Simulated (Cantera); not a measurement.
Adiabatic ignition

An adiabatic, constant-volume homogeneous reactor starts with CH4 : O2 : N2 = 1 : 1.33 : 8.27 (molar parts), at 1500 K and 6080 Torr.

Cantera simulation using GRI-Mech 3.0 (53 species, 325 reactions); the numbers are that mechanism's predictions, not measurements.

```csv
t (s),T (K),P (bar),x CH4,x O2,x CO2,x HCO,x CH3
2.00e-6,1500,8.10,0.0943,0.125,4.06e-12,<1e-12,1.60e-6
5.72e-6,1500,8.10,0.0943,0.125,9.78e-11,5.54e-12,5.43e-6
1.64e-5,1500,8.10,0.0943,0.125,3.51e-9,9.02e-11,2.17e-5
4.68e-5,1500,8.10,0.0942,0.125,1.15e-7,1.71e-9,6.84e-5
0.000134,1504,8.12,0.0932,0.125,1.53e-6,1.62e-8,0.000113
0.000383,1638,8.91,0.0719,0.109,0.000300,1.86e-6,0.000723
0.00110,2768,16.0,2.41e-11,0.000124,0.0221,4.43e-7,3.25e-11
0.00313,2768,16.0,2.42e-11,0.000124,0.0221,4.43e-7,3.25e-11
0.00896,2768,16.0,2.42e-11,0.000124,0.0221,4.43e-7,3.25e-11
0.0256,2768,16.0,2.42e-11,0.000124,0.0221,4.43e-7,3.25e-11
0.0733,2768,16.0,2.42e-11,0.000124,0.0221,4.43e-7,3.25e-11
0.210,2768,16.0,2.42e-11,0.000124,0.0221,4.43e-7,3.25e-11
0.600,2768,16.0,2.42e-11,0.000124,0.0221,4.43e-7,3.25e-11
```
x: mole fraction; the columns are a selection and need not sum to one.

- time of steepest temperature rise = 0.408 ms
- temperature at 0.600 s = 2768 K
- equilibrium temperature = 2768 K
- x(CH4) at 0.600 s = 2.42e-11 (gas-phase equilibrium 2.73e-11)
- x(O2) at 0.600 s = 0.000124 (gas-phase equilibrium 0.000124)
- x(CO2) at 0.600 s = 0.0221 (gas-phase equilibrium 0.0221)
